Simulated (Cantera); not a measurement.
A closed system holds: 1 mol Fe(CO)₅, 19 mol H₂, held at 525 °C and 1000 Pa.

Equilibrium computed with Cantera from the NASA thermochemical tables; the gas is ideal and each condensed phase is pure. Candidate condensed phases: C, C₆H₆, C₇H₈, C₈H₁₈, Fe, Fe(CO)₅, FeO, Fe(OH)₂, Fe(OH)₃, Fe₂O₃, Fe₃O₄, H₂O; 114 gas species. Condensed phases not in the tables: cementite and carbon dissolved in iron. The numbers say what is thermodynamically allowed, not how fast it happens.

Base state: H₂ 0.793, CO 0.147, H₂O 0.0286, CO₂ 0.0226, CH₄ 0.00871 (mole fractions); condensed: C(graphite) + Fe(α).

**Question.** What changes in the equilibrium state with this change: pressure from 1000 Pa to 1330 Pa?

**Answer.** 
```tsv
species	before	after
H₂	0.793	0.791
CO	0.147	0.136
H₂O	0.0286	0.0353
CO₂	0.0226	0.0260
CH₄	0.00871	0.0116
C(graphite), mol	0.963	1.11
Fe(α), mol	1.00	1.00
```

**Question.** What changes in the equilibrium state with this change: pressure from 1000 Pa to 133 Pa?

**Answer.** 
```json
[
 {"species": "H₂", "before": "0.793", "after": "0.793"},
 {"species": "CO", "before": "0.147", "after": "0.195"},
 {"species": "CO₂", "before": "0.0226", "after": "0.00532"},
 {"species": "H₂O", "before": "0.0286", "after": "0.00506"},
 {"species": "CH₄", "before": "0.00871", "after": "0.00116"},
 {"species": "C(graphite), mol", "before": "0.963", "after": "0.219"},
 {"species": "Fe(α), mol", "before": "1.00", "after": "1.00"}
]
```
